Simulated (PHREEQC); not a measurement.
PHREEQC input (ion-association model, phreeqc.dat):

```
SOLUTION 1
  temp 25
  units mol/kgw
  pH 7 charge
END
SELECTED_OUTPUT 1
  -reset false
  -pH true
  -pe true
  -ionic_strength true
  -water true
  -totals Hdg Ntg
  -molalities H+ OH-
USER_PUNCH 1
  -headings p_Hdg(g) phi_Hdg(g) p_Ntg(g) phi_Ntg(g) p_H2O(g) phi_H2O(g) density
  10 PUNCH PR_P("Hdg(g)"), PR_PHI("Hdg(g)"), PR_P("Ntg(g)"), PR_PHI("Ntg(g)"), PR_P("H2O(g)"), PR_PHI("H2O(g)"), RHO
PRINT
  -reset false
USE solution 1
REACTION_TEMPERATURE 1
  10
GAS_PHASE 1
  -fixed_pressure
  -pressure 200
  -temperature 10
  -volume 20
  Hdg(g) 158
  Ntg(g) 42
  H2O(g) 0
END
# ... the last block is repeated for the other 8 points of T (°C)
```

Selected output (columns that matter, 9 of 9 rows; T (°C) added in front):

```
T (°C)	pH	mu	Hdg	Ntg	m_H+	m_OH-	p_Hdg(g)	phi_Hdg(g)	p_Ntg(g)	phi_Ntg(g)	p_H2O(g)	phi_H2O(g)	density
10	7.2268	5.9333e-08	0.11694	0.027372	5.9333e-08	5.9333e-08	157.97	1.0726	41.998	0.98331	0.028199	0.50646	1.006
20	7.0446	9.0274e-08	0.1092	0.023544	9.0274e-08	9.0274e-08	157.95	1.0721	41.995	0.99514	0.050187	0.53587	1.0043
30	6.8798	1.3193e-07	0.10411	0.020876	1.3193e-07	1.3193e-07	157.93	1.0716	41.989	1.0056	0.08584	0.56353	1.0016
40	6.7306	1.8605e-07	0.10105	0.019018	1.8605e-07	1.8605e-07	157.88	1.0709	41.979	1.0148	0.14163	0.5894	0.9981
50	6.5953	2.5411e-07	0.099628	0.017746	2.5411e-07	2.5411e-07	157.81	1.0703	41.962	1.0229	0.22615	0.61348	0.99393
60	6.4724	3.3725e-07	0.099561	0.016919	3.3725e-07	3.3725e-07	157.71	1.0695	41.937	1.0301	0.3505	0.63575	0.98915
70	6.3607	4.3614e-07	0.10067	0.016443	4.3614e-07	4.3614e-07	157.57	1.0688	41.901	1.0365	0.52868	0.65619	0.98383
80	6.2593	5.5091e-07	0.10285	0.016256	5.5091e-07	5.5091e-07	157.37	1.068	41.85	1.0422	0.77789	0.67479	0.978
90	6.1673	6.811e-07	0.10602	0.016319	6.811e-07	6.811e-07	157.1	1.0672	41.78	1.0473	1.1189	0.69151	0.97169
```

Constants without temperature data keep their 25 °C values here.
